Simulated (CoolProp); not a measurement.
Vapour-liquid equilibrium of propane (1) + isobutene (2) at 0.205 MPa; x and y are mole fractions of (1).

The numbers come from the multi-fluid Helmholtz-energy mixture model, Lemmon 2009 and Lemmon 2005; pair parameters Bell 2016 in CoolProp.

```json
[
 {"x": "0.05", "bubble temperature, mixture model (K)": "281.2", "bubble temperature, Raoult's law (K)": "282.3", "y, mixture model": "0.174", "y, Raoult's law": "0.152"},
 {"x": "0.2", "bubble temperature, mixture model (K)": "271.8", "bubble temperature, Raoult's law (K)": "273.8", "y, mixture model": "0.485", "y, Raoult's law": "0.472"},
 {"x": "0.35", "bubble temperature, mixture model (K)": "265.5", "bubble temperature, Raoult's law (K)": "267.0", "y, mixture model": "0.654", "y, Raoult's law": "0.668"},
 {"x": "0.5", "bubble temperature, mixture model (K)": "260.7", "bubble temperature, Raoult's law (K)": "261.4", "y, mixture model": "0.770", "y, Raoult's law": "0.795"},
 {"x": "0.65", "bubble temperature, mixture model (K)": "256.6", "bubble temperature, Raoult's law (K)": "256.8", "y, mixture model": "0.859", "y, Raoult's law": "0.882"},
 {"x": "0.8", "bubble temperature, mixture model (K)": "252.8", "bubble temperature, Raoult's law (K)": "252.8", "y, mixture model": "0.930", "y, Raoult's law": "0.943"},
 {"x": "0.95", "bubble temperature, mixture model (K)": "249.4", "bubble temperature, Raoult's law (K)": "249.4", "y, mixture model": "0.985", "y, Raoult's law": "0.988"}
]
```

The largest gap from Raoult's law is -2.0 K in bubble temperature, at x = 0.2. No azeotrope shows between x = 0.05 and 0.95.

Pair parameters are fitted to limited data, so mixtures are less certain than the pure fluids.
